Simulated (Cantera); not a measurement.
What does this Cantera script print?

```python
import numpy as np
import cantera as ct

gas_names = """
    CL CL2 N N2 Si SiCL SiCL2 SiCL3 SiCL4 SiN Si2 Si2N Si3
""".split()
cond_names = """
    Si(cr) Si(L) Si3N4(a)
""".split()


def load(file, names, dense=False):
    # The tables refer to 1 bar. Condensed volumes are neglected.
    table = {s.name: s for s in ct.Species.list_from_file(file)}
    out = []
    for n in names:
        d = dict(table[n].input_data)
        d["thermo"] = dict(d["thermo"], **{"reference-pressure": 1e5})
        if dense:
            d["equation-of-state"] = {"model": "constant-volume", "density": "1e6 g/cm^3"}
        out.append(ct.Species.from_dict(d))
    return out


gas = ct.Solution(thermo="ideal-gas", species=load("nasa_gas.yaml", gas_names))
cond = {s.name: ct.Solution(thermo="fixed-stoichiometry", species=[s], name=s.name)
        for s in load("nasa_condensed.yaml", cond_names, dense=True)}
atoms = {
    'Si2Cl6': {'Si': 2, 'CL': 6},
    'N2': {'N': 2},
}
top_T = {'Si3N4(a)': 2400}  # K; cautious upper limits of use, not melting points


def equilibrate(T, P, feed):
    n = {}
    for name, mol in feed.items():
        for a, k in atoms[name].items():
            n[a] = n.get(a, 0.0) + k * mol
    gas.TPX = T, P, n
    mass = sum(n.values()) * gas.mean_molecular_weight
    gas.equilibrate("TP")
    valid = [c for c in cond.values() if c.min_temp <= T <= top_T.get(c.name, c.max_temp)]
    mix = ct.Mixture([(gas, mass / gas.mean_molecular_weight)] + [(c, 0.0) for c in valid])
    mix.T, mix.P = T, P
    mix.equilibrate("TP", solver="vcs", rtol=1e-11, max_steps=5000)
    return mix


results = []
feed = {'Si2Cl6': 1, 'N2': 0.71}  # mol
for P in [5, 26, 140, 710, 3700, 19000, 100000]:
    for T in [948, 998, 1048, 1098, 1148, 1198, 1248, 1298, 1348, 1398, 1448, 1498, 1548]:
        mix = equilibrate(T, P, feed)
        results.append((T, P, feed, dict(zip(mix.species_names, mix.species_moles))))

for T, P, feed, n in results:
    print(f"{T:7g} {P:10.4g}  " + (" + ".join(c for c in cond_names if n.get(c, 0) > 1e-12) or "gas only"))
```

Output:

```
    948          5  Si3N4(a)
    998          5  Si3N4(a)
   1048          5  Si3N4(a)
   1098          5  Si3N4(a)
   1148          5  Si3N4(a)
   1198          5  Si3N4(a)
   1248          5  gas only
   1298          5  gas only
   1348          5  gas only
   1398          5  gas only
   1448          5  gas only
   1498          5  gas only
   1548          5  gas only
    948         26  Si3N4(a)
    998         26  Si3N4(a)
   1048         26  Si3N4(a)
   1098         26  Si3N4(a)
   1148         26  Si3N4(a)
   1198         26  Si3N4(a)
   1248         26  Si3N4(a)
   1298         26  gas only
   1348         26  gas only
   1398         26  gas only
   1448         26  gas only
   1498         26  gas only
   1548         26  gas only
    948        140  Si3N4(a)
    998        140  Si3N4(a)
   1048        140  Si3N4(a)
   1098        140  Si3N4(a)
   1148        140  Si3N4(a)
   1198        140  Si3N4(a)
   1248        140  Si3N4(a)
   1298        140  Si3N4(a)
   1348        140  Si3N4(a)
   1398        140  gas only
   1448        140  gas only
   1498        140  gas only
   1548        140  gas only
    948        710  Si3N4(a)
    998        710  Si3N4(a)
   1048        710  Si3N4(a)
   1098        710  Si3N4(a)
   1148        710  Si3N4(a)
   1198        710  Si3N4(a)
   1248        710  Si3N4(a)
   1298        710  Si3N4(a)
   1348        710  Si3N4(a)
   1398        710  Si3N4(a)
   1448        710  gas only
   1498        710  gas only
   1548        710  gas only
    948       3700  Si3N4(a)
    998       3700  Si3N4(a)
   1048       3700  Si3N4(a)
   1098       3700  Si3N4(a)
   1148       3700  Si3N4(a)
   1198       3700  Si3N4(a)
   1248       3700  Si3N4(a)
   1298       3700  Si3N4(a)
   1348       3700  Si3N4(a)
   1398       3700  Si3N4(a)
   1448       3700  Si3N4(a)
   1498       3700  Si3N4(a)
   1548       3700  gas only
    948    1.9e+04  Si3N4(a)
    998    1.9e+04  Si3N4(a)
   1048    1.9e+04  Si3N4(a)
   1098    1.9e+04  Si3N4(a)
   1148    1.9e+04  Si3N4(a)
   1198    1.9e+04  Si3N4(a)
   1248    1.9e+04  Si3N4(a)
   1298    1.9e+04  Si3N4(a)
   1348    1.9e+04  Si3N4(a)
   1398    1.9e+04  Si3N4(a)
   1448    1.9e+04  Si3N4(a)
   1498    1.9e+04  Si3N4(a)
   1548    1.9e+04  Si3N4(a)
    948      1e+05  Si3N4(a)
    998      1e+05  Si3N4(a)
   1048      1e+05  Si3N4(a)
   1098      1e+05  Si3N4(a)
   1148      1e+05  Si3N4(a)
   1198      1e+05  Si3N4(a)
   1248      1e+05  Si3N4(a)
   1298      1e+05  Si3N4(a)
   1348      1e+05  Si3N4(a)
   1398      1e+05  Si3N4(a)
   1448      1e+05  Si3N4(a)
   1498      1e+05  Si3N4(a)
   1548      1e+05  Si3N4(a)
```

Cantera equilibrium calculation (NASA polynomials, part measured and part estimated; ideal gas, pure solids and liquids). The feed counts by its element totals alone. N2 is the only nitrogen source here; it is nearly inert below about 1500 K, so the nitride shown seldom forms there in practice. The tables' values for SiCl3 are old estimates.
